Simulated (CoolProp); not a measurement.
Computed with CoolProp (reference Helmholtz-energy equation of state, Thol 2015).

Q: Give the vapour pressure (kPa), vapour density (kg/m³), enthalpy of vaporisation (kJ/kg), liquid cp (kJ/(kg K)) of saturated 1,2-dichloroethane at 407.6, 434.9 K.

A: 
```csv
T (K),p (kPa),vapour density (kg/m³),enthalpy of vaporisation (kJ/kg),liquid cp (kJ/(kg K))
407.6,399,12.7,293,1.44
434.9,718,22.4,273,1.50
```
